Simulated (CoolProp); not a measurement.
Ethylbenzene along the isobar 12.2 bar: fugacity coefficient from the reference equation and from simpler models built on Tc = 344.0 °C, pc = 36.22 bar, ω = 0.304; each cubic takes its own stable root.

The numbers come from the reference Helmholtz-energy equation of state, Zhou 2012 in CoolProp.

```csv
T (°C),phase,reference
-12.65,liquid,8.898e-5
14.35,liquid,0.0005894
41.25,liquid,0.002652
68.25,liquid,0.009030
95.15,liquid,0.02464
122.15,liquid,0.05696
149.05,liquid,0.1147
176.05,liquid,0.2078
202.95,liquid,0.3435
229.85,liquid,0.5271
```

**Question.** How far does each simpler model (van der Waals, Soave-Redlich-Kwong, Peng-Robinson) lie from the reference over these 10 states: mean and median of the absolute difference, and the worst?

**Answer.** 
- van der Waals: mean 4591.7 %, median 708.0 %, worst +29412.2 % at -12.65 °C and 12.2 bar
- Soave-Redlich-Kwong: mean 1.5 %, median 1.4 %, worst +3.3 % at 229.85 °C and 12.2 bar
- Peng-Robinson: mean 4.1 %, median 1.3 %, worst +17.3 % at -12.65 °C and 12.2 bar

At some of these states van der Waals gives the other phase, because its saturation line lies elsewhere.
